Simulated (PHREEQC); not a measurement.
Make-up at 25 °C: 0.021 mol KHCO3 and 0.15 mol NaOH per kg of water. Closed to the air; pH follows from the charge balance.

All values are PHREEQC results (Pitzer model, pitzer.dat), not measurements.

No solid was allowed to form.

Task: Estimate the pH, specific conductance, osmotic coefficient.

Result: pH 12.97; specific conductance 29200 µS/cm; osmotic coefficient 0.906.

Complexes and solids missing from the database can't appear.
